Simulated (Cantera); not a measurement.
A closed system holds: 1 mol Si3N4, 1.4 mol H2, 0.79 mol N2, held at 1850 K and 12.0 Pa.

Method: chemical equilibrium by Gibbs-energy minimisation in Cantera with the NASA 1993 tables (ideal gas, pure condensed phases). Candidate condensed phases: Si, Si3N4; 18 gas species. The tables' values for SiN are old estimates; treat these amounts as uncertain. Gases not in the tables: Si2H6 and higher silanes. Equilibrium is a limit: real reactors are often held back by kinetics, nucleation or transport.

Base state: N2 0.620, H2 0.298, Si 0.0537, H 0.0268, Si2 0.000376, SiH 0.000319, Si2N 0.000271, SiN 0.000178 (mole fractions); condensed: Si(l).

Question: What changes in the equilibrium state with this change: temperature from 1850 K to 1600 K?

Answer: 
```tsv
species	before	after
N2	0.620	0.664
H2	0.298	0.332
H	0.0268	0.00286
Si	0.0537	0.000813
Si3	8.71e-5	4.43e-7
Si2	0.000376	2.03e-6
SiH	0.000319	1.12e-5
SiN	0.000178	6.25e-6
Si2N	0.000271	1.05e-5
Si(l), mol	2.75	0
Si(s), mol	0	3.00
```

Question: What changes in the equilibrium state with this change: temperature from 1850 K to 1200 K?

Answer: 
```tsv
species	before	after
H2	0.298	0.639
N2	0.620	0.361
H	0.0268	1.44e-5
Si	0.0537	<1e-9
Si2	0.000376	<1e-9
SiH	0.000319	<1e-9
Si(l), mol	2.75	0
Si3N4(s), mol	0	1.00
```
